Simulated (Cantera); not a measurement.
**Carbothermic reduction: Ta₂O₅ + C + H₂**

Input: 1 mol Ta₂O₅, a varied amount of C, 5.5 mol H₂, at 72.0 Torr.

These are equilibrium values from Cantera (NASA tables, ideal gas, pure condensed phases), not measurements of a reactor. Candidate condensed phases: C, C₆H₆, C₇H₈, C₈H₁₈, H₂O, Ta, TaC, Ta₂O₅; 113 gas species. Mutual solubility and eutectic melting of coexisting phases are not modelled. TaC: taken at fixed stoichiometry. Condensed phases not in the tables: Ta₂C, N, O or C dissolved in the metal. Equilibrium is a limit: real reactors are often held back by kinetics, nucleation or transport.

Stable condensed phases:

```
T in K \ n(C) in mol
         0.43 0.68  1.1  1.8  2.8  4.5  7.2
   2475     A    A    A    A    A    A    B
   2325     A    A    A    A    A    A    B
   2175     A    A    A    A    C    C    B
   2025     C    C    C    C    C    C    B
   1875     C    C    C    C    C    C    B
   1725     C    C    C    C    C    C    B
   1575     C    C    C    C    C    C    B
   1425     C    C    C    C    C    C    B
   1275     C    C    C    C    C    C    B
   1125     C    C    D    D    D    D    D
    975     D    D    D    D    D    D    D
    825     D    E    E    E    E    E    E
```

A: Ta + Ta₂O₅; B: C + TaC; C: TaC + Ta₂O₅; D: C + TaC + Ta₂O₅; E: C + Ta₂O₅.
